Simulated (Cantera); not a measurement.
A closed system holds: 1 mol CH3SiH3, 1.4 mol HCl, 31 mol H2, equilibrated at 1198 K and 1330 Pa.

Method: chemical equilibrium by Gibbs-energy minimisation in Cantera with the NASA 1993 tables (ideal gas, pure condensed phases). Candidate condensed phases: C, C6H6, C7H8, C8H18, Si, SiC; 109 gas species. The feed counts by its element totals alone. Rates play no part.

Base state: H2 0.960, HCl 0.0394, CH4 4.20e-5, SiCl2 2.98e-5 (mole fractions); condensed: SiC(s).

What changes in the equilibrium state with this change: temperature from 1198 K to 1850 K?


```tsv
species	before	after
H2	0.960	0.956
HCl	0.0394	0.0389
H	1.61e-6	0.00456
SiCl2	2.98e-5	0.000203
C2H2 (acetylene)	4.32e-9	0.000115
Si	<1e-9	2.15e-5
SiC(s), mol	0.999	0.992
```

What changes in the equilibrium state with this change: temperature from 1198 K to 1950 K?


```
species            before     after
----------------  -------  --------
H2                  0.960     0.951
HCl                0.0394    0.0385
H                 1.61e-6   0.00968
SiCl2             2.98e-5  0.000277
Si                  <1e-9  0.000125
C2H2 (acetylene)  4.32e-9  0.000218
SiCl                <1e-9   2.17e-5
SiH                 <1e-9   1.08e-5
SiC(s), mol         0.999     0.984
```
The tables' values for SiCl are old estimates; treat these amounts as uncertain.

What changes in the equilibrium state with this change: temperature from 1198 K to 2248.15 K?


```tsv
species	before	after
H2	0.960	0.892
H	1.61e-6	0.0602
HCl	0.0394	0.0354
Si	<1e-9	0.00541
C2H2 (acetylene)	4.32e-9	0.00296
SiC2	<1e-9	0.000622
SiC(s), mol	0.999	0.719
C(graphite), mol	0	0.00239
```
The tables' values for SiCl are old estimates; treat these amounts as uncertain. Gases not in the tables: Si2H6 and higher silanes.
